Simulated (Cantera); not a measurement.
Input: 1 mol SiC, 0.16 mol N₂O, 3.3 mol N₂, at 1750 K and 1.33 mbar.

Method: chemical equilibrium by Gibbs-energy minimisation in Cantera with the NASA 1993 tables (ideal gas, pure condensed phases). Candidate condensed phases: C, Si, SiC, SiO₂, Si₂N₂O, Si₃N₄; 34 gas species. Rates play no part.

Base state: N₂ 0.955, CO 0.0223, SiO 0.0219, Si 0.000307 (mole fractions); condensed: SiC(s).

Question: What changes in the equilibrium state with this change: temperature from 1750 K to 1000 K?

Answer: 
| species | before | after |
|---|---|---|
| N₂ | 0.955 | 1.00 |
| CO | 0.0223 | 1.35e-8 |
| SiO | 0.0219 | <1e-9 |
| Si | 0.000307 | <1e-9 |
| SiC(s), mol | 0.919 | 0 |
| C(graphite), mol | 0 | 1.00 |
| Si₂N₂O(s), mol | 0 | 0.160 |
| Si₃N₄(s), mol | 0 | 0.227 |
